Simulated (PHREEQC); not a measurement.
A solution holds 0.0028 mol NaHSO4, 0.25 mol NaOH and 0.00017 mol LiCl per kg of water, at 25 °C. Closed to the air; pH follows from the charge balance.

Equilibrium calculation in PHREEQC: ion-association model, phreeqc.dat.

pH: 13.23
ionic strength: 0.254 mol/kgw
activity of water: 0.991
specific conductance: 47600 µS/cm
density: 1.008 g/cm³
total alkalinity: 247 meq/kg

```
species  molality  activity   log γ
-------  --------  --------  ------
Na+         0.252     0.186  -0.133
OH-         0.247     0.170  -0.163
SO4-2     0.00209  0.000558  -0.573
NaSO4-   0.000711  0.000520  -0.136
Cl-      0.000170  0.000119  -0.156
Li+      0.000170  0.000126  -0.129
LiSO4-    4.25e-7   3.07e-7  -0.141
```

This is a speciation only: nothing precipitates in the calculation.
